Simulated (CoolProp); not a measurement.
Vapour-liquid equilibrium of ethylene (1) + carbon dioxide (2) at -22.75 °C; x and y are mole fractions of (1).

Computed with CoolProp (multi-fluid Helmholtz-energy mixture model, Smukala 2000 and Span 1996; pair parameters Bell 2016).

Q: Give the bubble pressure and the first vapour's composition at x = 0.05, 0.725, 0.8. Is there an azeotrope?

A: x = 0.05: 1.922 MPa, y = 0.092; x = 0.725: 2.441 MPa, y = 0.723; x = 0.8: 2.433 MPa, y = 0.792. y crosses x between x = 0.65 and 0.725: the model has an azeotrope there.

The pair parameters rest on a limited set of measurements; away from them the model extrapolates.
